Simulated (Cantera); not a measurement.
Feed: 1 mol SiH4, 0.23 mol NH3, 1 mol N2, equilibrated at 1598.15 K and 4.00 mbar.

Method: chemical equilibrium by Gibbs-energy minimisation in Cantera with the NASA 1993 tables (ideal gas, pure condensed phases). Candidate condensed phases: Si, Si3N4; 18 gas species. The numbers say what is thermodynamically allowed, not how fast it happens.

Base state: H2 0.839, N2 0.160, H 0.000772, Si 1.38e-5 (mole fractions); condensed: Si3N4(s).

What changes in the equilibrium state with this change: SiH4 replaced by trisilylamine?


```csv
species,before,after
H2,0.839,0.927
N2,0.160,0.0724
H,0.000772,0.000811
Si,1.38e-5,2.35e-5
"Si3N4(s), mol",0.333,0.618
"Si(s), mol",0,1.15
```
The feed counts by its element totals alone. Mutual solubility and eutectic melting of coexisting phases are not modelled.

What changes in the equilibrium state with this change: SiH4 replaced by SiHCl3?


| species | before | after |
|---|---|---|
| N2 | 0.160 | 0.326 |
| SiCl2 | 0 | 0.270 |
| HCl | 0 | 0.267 |
| H2 | 0.839 | 0.114 |
| SiCl3 | 0 | 0.0187 |
| SiCl4 | 0 | 0.00319 |
| Cl | 0 | 0.000528 |
| SiHCl3 | 0 | 0.000195 |
| Si3N4(s), mol | 0.333 | 0 |
The tables' values for SiCl3, SiCl are old estimates; treat these amounts as uncertain. Further candidate phases: NH4Cl.
